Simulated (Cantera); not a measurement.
Input: 1 mol SiO2, 5.7 mol CH4, 0.17 mol N2, equilibrated at 1 atm.

Method: chemical equilibrium by Gibbs-energy minimisation in Cantera with the NASA 1993 tables (ideal gas, pure condensed phases). Candidate condensed phases: C, C6H6, C7H8, C8H18, H2O, Si, SiC, SiO2, Si2N2O, Si3N4; 151 gas species. Kinetics and transport are ignored.

At 1625 °C, list the 7 most abundant gas species with their mole fractions, and the condensed phases.

H2 0.838, CO 0.146, N2 0.0120, SiO 0.00106, HCN 0.000969, H 0.000711, CH4 0.000402. Condensed: C(graphite) + SiC(s).
